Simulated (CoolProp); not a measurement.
Saturated liquid density (kg/m³) of ethanol: the reference equation beside estimates from Tc = 241.6 °C, pc = 6268 kPa, ω = 0.644.

The numbers come from the reference Helmholtz-energy equation of state, Schroeder 2014 in CoolProp.

| T (°C) | reference | van der Waals | Redlich-Kwong |
|---|---|---|---|
| -23.35 | 826.1 | 445.9 | 662.7 |
| -5.05 | 810.6 | 437.1 | 648.2 |
| 13.25 | 795.1 | 427.9 | 632.7 |
| 31.55 | 779.4 | … | 616.1 |
| 49.85 | 763.2 | 407.9 | 598.4 |
| 68.15 | 746.4 | 397.1 | 579.5 |
| 86.35 | 728.4 | … | 559.3 |
| 104.65 | 708.9 | 373.3 | 537.3 |
| 122.95 | 687.1 | 360.0 | 513.5 |
| 141.25 | 662.4 | … | 487.5 |

**Question.** What belongs in the gaps?

**Answer.** 
- 31.55, van der Waals: 418.2
- 86.35, van der Waals: 385.6
- 141.25, van der Waals: 345.6

Absolute difference from the reference over all 10 rows, mean and median: van der Waals 46.8 and 46.7 %, Redlich-Kwong 22.4 and 22.0 %.
